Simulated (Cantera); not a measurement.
A Cantera script and its output.

```python
import numpy as np
import cantera as ct

gas = ct.Solution("gri30.yaml")
gas.TPX = 450, 13332, {'CO': 1, 'H2': 0.033, 'O2': 0.344, 'N2': 1.24}
flame = ct.FreeFlame(gas, width=0.16)
flame.set_refine_criteria(ratio=3, slope=0.08, curve=0.16)
flame.transport_model = "mixture-averaged"
flame.solve(loglevel=0, auto=True)
flame.transport_model = "multicomponent"
flame.soret_enabled = True
flame.solve(loglevel=0, refine_grid=True)
z, T = flame.grid, flame.T
thick = (T[-1] - T[0]) / np.gradient(T, z).max()
show = ['CO', 'H2', 'O2', 'O', 'H', 'NO']
print(f"laminar burning velocity  {flame.velocity[0] * 100:.3f} cm/s")
print(f"burnt temperature         {T[-1]:.1f} K")
print(f"thermal thickness         {thick * 1e3:.4f} mm")
print(f"grid points               {len(z)}")
z0 = z[flame.heat_release_rate.argmax()]
print(f"{'z/mm':>9s}{'T/K':>9s}{'u/(m/s)':>9s}" + "".join(f"{s:>11s}" for s in show))
rows = []
for k in (-3, -2, -1.5, -1, -0.5, -0.25, 0, 0.25, 0.5, 1, 2, 4, 8):
    zz = z0 + k * thick
    rows.append([k * thick, np.interp(zz, z, T), np.interp(zz, z, flame.velocity),
                 *(np.interp(zz, z, flame.X[gas.species_index(s)]) for s in show)])
    print(f"{rows[-1][0] * 1e3:9.3f}{rows[-1][1]:9.1f}{rows[-1][2]:9.3f}" + "".join(f"{x:11.3e}" for x in rows[-1][3:]))
```

Result:

```
laminar burning velocity  86.215 cm/s
burnt temperature         2380.9 K
thermal thickness         11.5047 mm
grid points               143
     z/mm      T/K  u/(m/s)         CO         H2         O2          O          H         NO
  -34.514    450.0    0.862  3.821e-01  1.261e-02  1.314e-01  6.795e-17  1.147e-18 -3.479e-17
  -23.009    450.0    0.862  3.821e-01  1.261e-02  1.314e-01  1.673e-14  3.731e-17 -9.718e-17
  -17.257    450.0    0.862  3.821e-01  1.261e-02  1.314e-01  4.906e-13  1.207e-15  3.620e-16
  -11.505    450.0    0.862  3.821e-01  1.258e-02  1.315e-01  8.431e-11  2.781e-13  8.966e-15
   -5.752    450.7    0.863  3.823e-01  1.218e-02  1.315e-01  6.727e-08  1.317e-07  1.217e-11
   -2.876    558.7    1.066  3.767e-01  1.082e-02  1.283e-01  4.352e-05  4.308e-04  1.054e-08
    0.000   1011.0    1.896  3.292e-01  4.278e-03  9.813e-02  8.066e-03  9.781e-03  1.031e-06
    2.876   1322.9    2.420  2.595e-01  6.315e-04  5.032e-02  2.981e-02  1.808e-02  8.050e-06
    5.752   1474.9    2.660  2.329e-01  6.020e-04  3.500e-02  3.290e-02  1.914e-02  1.826e-05
   11.505   1631.6    2.909  2.231e-01  9.463e-04  3.193e-02  2.635e-02  1.626e-02  3.443e-05
   23.009   1799.0    3.169  2.156e-01  1.305e-03  2.973e-02  1.891e-02  1.168e-02  5.639e-05
   46.019   1965.5    3.420  2.057e-01  1.446e-03  2.573e-02  1.273e-02  7.570e-03  9.936e-05
   92.038   2120.0    3.646  1.936e-01  1.415e-03  2.035e-02  7.958e-03  4.643e-03  2.355e-04
```

Detailed kinetics in Cantera: GRI-Mech 3.0 (53 species, 325 reactions). Burning velocities carry a grid error of a few per cent, more on coarse grids.
